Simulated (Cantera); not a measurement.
Input (Python, Cantera) and output of one run.

```python
import numpy as np
import cantera as ct

gas_names = """
    C CH CH2 CH3 CH2OH CH3O CH4 CH3OH CN CO CO2 COOH C2 C2H CHCO,ketyl C2H2,acetylene C2H2,vinylidene
    CH2CO,ketene C2H3,vinyl CH3CN CH3CO,acetyl C2H4 C2H4O,ethylen CH3CHO,ethanal CH3COOH (HCOOH)2 C2H5
    C2H6 CH3OCH3 C2H5OH CCN CNC C2N2 C2O C3 C3H3,propargyl C3H4,allene C3H4,propyne C3H4,cyclo-
    C3H5,allyl C3H6,propylene C3H6,cyclo- C3H6O C3H7,n-propyl C3H7,i-propyl C3H8 C3H8O,1propanol
    C3H8O,2propanol C3O2 C4 C4H2 C4H4,1,3-cyclo- C4H6,butadiene C4H6,2-butyne C4H6,cyclo- C4H8,1-butene
    C4H8,cis2-buten C4H8,tr2-butene C4H8,isobutene C4H8,cyclo- (CH3COOH)2 C4H9,n-butyl C4H9,i-butyl
    C4H9,s-butyl C4H9,t-butyl C4H10,isobutane C4H10,n-butane C4N2 C5 C5H6,1,3cyclo- C5H8,cyclo-
    C5H10,1-pentene C5H10,cyclo- C5H11,pentyl C5H11,t-pentyl C5H12,n-pentane C5H12,i-pentane
    CH3C(CH3)2CH3 C6H2 C6H5,phenyl C6H5O,phenoxy C6H6 C6H5OH,phenol C6H10,cyclo- C6H12,1-hexene
    C6H12,cyclo- C6H13,n-hexyl C7H7,benzyl C7H8 C7H8O,cresol C7H14,1-heptene C7H15,n-heptyl
    C7H16,n-heptane C8H8,styrene C8H10,ethylbenz C8H16,1-octene C8H17,n-octyl C8H18,isooctane
    C8H18,n-octane C9H19,n-nonyl C10H8,naphthale C10H21,n-decyl C12H9,o-bipheny C12H10,bipheny H HCN HCO
    HCCN HNC HNCO HNO HNO2 HNO3 HO2 H2 HCHO,formaldehy HCOOH H2O H2O2 N NCO NH NH2 NH3 NH2OH NO NO2 NO3
    N2 N2H2 N2H4 N2O O OH O2 O3
""".split()
cond_names = """
    C(gr) C6H6(L) C7H8(L) C8H18(L),n-octa H2O(s) H2O(L)
""".split()


def load(file, names, dense=False):
    # The tables refer to 1 bar. Condensed volumes are neglected.
    table = {s.name: s for s in ct.Species.list_from_file(file)}
    out = []
    for n in names:
        d = dict(table[n].input_data)
        d["thermo"] = dict(d["thermo"], **{"reference-pressure": 1e5})
        if dense:
            d["equation-of-state"] = {"model": "constant-volume", "density": "1e6 g/cm^3"}
        out.append(ct.Species.from_dict(d))
    return out


gas = ct.Solution(thermo="ideal-gas", species=load("nasa_gas.yaml", gas_names))
cond = {s.name: ct.Solution(thermo="fixed-stoichiometry", species=[s], name=s.name)
        for s in load("nasa_condensed.yaml", cond_names, dense=True)}
atoms = {
    'CH4': {'C': 1, 'H': 4},
    'O2': {'O': 2},
    'N2': {'N': 2},
}
top_T = {'C(gr)': 4500}  # K; cautious upper limits of use, not melting points


def equilibrate(T, P, feed):
    n = {}
    for name, mol in feed.items():
        for a, k in atoms[name].items():
            n[a] = n.get(a, 0.0) + k * mol
    gas.TPX = T, P, n
    mass = sum(n.values()) * gas.mean_molecular_weight
    gas.equilibrate("TP")
    valid = [c for c in cond.values() if c.min_temp <= T <= top_T.get(c.name, c.max_temp)]
    mix = ct.Mixture([(gas, mass / gas.mean_molecular_weight)] + [(c, 0.0) for c in valid])
    mix.T, mix.P = T, P
    mix.equilibrate("TP", solver="vcs", rtol=1e-11, max_steps=5000)
    return mix


results = []
feed = {'CH4': 1, 'O2': 0.073, 'N2': 17}  # mol
P = 101325  # Pa
for T in [623, 823, 1023, 1223, 1423, 1623, 1823, 2023, 2223, 2423, 2623, 2823]:
    mix = equilibrate(T, P, feed)
    results.append((T, P, feed, dict(zip(mix.species_names, mix.species_moles))))
    x = sorted(zip(gas.X, gas.species_names), reverse=True)
    print(f"T = {T:g} K  P = {P:g} Pa  gas = {mix.phase_moles(0):.4g} mol")
    print("   x: " + "  ".join(f"{s} {v:.3e}" for v, s in x if v > 1e-06))
    print("   condensed (mol): " + ("  ".join(f"{mix.phase(i).name} {mix.phase_moles(i):.4g}"
          for i in range(1, mix.n_phases) if mix.phase_moles(i) > 1e-12) or "none"))
```

Result:

```
T = 623 K  P = 101325 Pa  gas = 18.32 mol
   x: N2 9.279e-01  CH4 3.730e-02  H2 2.688e-02  H2O 7.500e-03  CO2 2.167e-04  NH3 1.222e-04  CO 3.660e-05
   condensed (mol): C(gr) 0.312
T = 823 K  P = 101325 Pa  gas = 18.93 mol
   x: N2 8.980e-01  H2 8.745e-02  CH4 7.230e-03  H2O 3.655e-03  CO 3.116e-03  CO2 4.710e-04  NH3 5.922e-05
   condensed (mol): C(gr) 0.7952
T = 1023 K  P = 101325 Pa  gas = 19.13 mol
   x: N2 8.888e-01  H2 1.027e-01  CO 7.384e-03  CH4 8.022e-04  H2O 2.104e-04  CO2 1.976e-05  NH3 1.577e-05  HCN 2.248e-06
   condensed (mol): C(gr) 0.843
T = 1223 K  P = 101325 Pa  gas = 19.14 mol
   x: N2 8.880e-01  H2 1.041e-01  CO 7.609e-03  CH4 1.464e-04  HCN 2.910e-05  H2O 1.613e-05  NH3 5.520e-06
   condensed (mol): C(gr) 0.851
T = 1423 K  P = 101325 Pa  gas = 19.15 mol
   x: N2 8.879e-01  H2 1.043e-01  CO 7.623e-03  HCN 1.814e-04  CH4 4.197e-05  NH3 2.543e-06  H2O 2.486e-06  HNC 2.353e-06  H 2.131e-06
   condensed (mol): C(gr) 0.8497
T = 1623 K  P = 101325 Pa  gas = 19.15 mol
   x: N2 8.876e-01  H2 1.040e-01  CO 7.625e-03  HCN 7.157e-04  H 2.215e-05  HNC 1.747e-05  CH4 1.626e-05  C2H2,acetylene 3.626e-06  NH3 1.409e-06
   condensed (mol): C(gr) 0.8395
T = 1823 K  P = 101325 Pa  gas = 19.15 mol
   x: N2 8.868e-01  H2 1.033e-01  CO 7.625e-03  HCN 2.075e-03  H 1.383e-04  HNC 8.288e-05  C2H2,acetylene 2.183e-05  CH4 7.710e-06
   condensed (mol): C(gr) 0.8117
T = 2023 K  P = 101325 Pa  gas = 19.15 mol
   x: N2 8.851e-01  H2 1.015e-01  CO 7.623e-03  HCN 4.833e-03  H 6.010e-04  HNC 2.862e-04  C2H2,acetylene 9.064e-05  CH4 4.169e-06  C2N2 1.995e-06
   condensed (mol): C(gr) 0.7523
T = 2223 K  P = 101325 Pa  gas = 19.17 mol
   x: N2 8.819e-01  H2 9.791e-02  HCN 9.533e-03  CO 7.618e-03  H 1.991e-03  HNC 7.791e-04  C2H2,acetylene 2.842e-04  C2N2 1.056e-05  CN 7.202e-06  CH4 2.431e-06
   condensed (mol): C(gr) 0.6448
T = 2423 K  P = 101325 Pa  gas = 19.2 mol
   x: N2 8.764e-01  H2 9.169e-02  HCN 1.646e-02  CO 7.605e-03  H 5.334e-03  HNC 1.758e-03  C2H2,acetylene 7.095e-04  CN 4.953e-05  C2N2 4.225e-05  C2H 2.503e-06  C4H2 2.261e-06  CH3 1.548e-06  CH4 1.454e-06
   condensed (mol): C(gr) 0.4742
T = 2623 K  P = 101325 Pa  gas = 19.26 mol
   x: N2 8.679e-01  H2 8.199e-02  HCN 2.532e-02  H 1.198e-02  CO 7.579e-03  HNC 3.392e-03  C2H2,acetylene 1.453e-03  CN 2.524e-04  C2N2 1.361e-04  C2H 1.954e-05  C4H2 1.068e-05  C3 3.031e-06  CH3 2.161e-06  C2H2,vinylidene 1.682e-06
   condensed (mol): C(gr) 0.2328
T = 2823 K  P = 101325 Pa  gas = 19.38 mol
   x: N2 8.574e-01  H2 7.038e-02  HCN 3.253e-02  H 2.337e-02  CO 7.532e-03  HNC 5.289e-03  C2H2,acetylene 2.127e-03  CN 9.316e-04  C2N2 3.105e-04  C2H 9.257e-05  C3 3.173e-05  C4H2 2.677e-05  C 7.646e-06  C2H2,vinylidene 4.340e-06  N 3.811e-06  C2 3.397e-06  C4N2 2.558e-06  CH3 2.416e-06  CH2 1.803e-06  CH 1.250e-06  CNC 1.120e-06
   condensed (mol): none
```

Equilibrium computed with Cantera from the NASA thermochemical tables; the gas is ideal and each condensed phase is pure.
